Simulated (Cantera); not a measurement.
An isothermal, constant-pressure homogeneous reactor starts with 69.9 % CH4, 30.1 % CO2, at 1775 K and 101000 Pa.

Cantera simulation using GRI-Mech 3.0 (53 species, 325 reactions); the numbers are that mechanism's predictions, not measurements. GRI-Mech 3.0 stops at C3 and has no aromatics, soot or wall deposition, so with more carbon than oxygen in the feed, carbon stays in small species such as C2H2 where larger ones or solid carbon would form.

One state of this run: x CH4 = 0.0232; x CO2 = 0.0118; x H2O = 0.0956; x CO = 0.221; x HCO = 3.12e-8; x O = 2.22e-10. x: mole fraction; the columns are a selection and need not sum to one.

Problem. Which value of t (s) does it belong to?
A) 0.0939
B) 7.00
C) 0.000532
D) 0.222

Solution. A, 0.0939
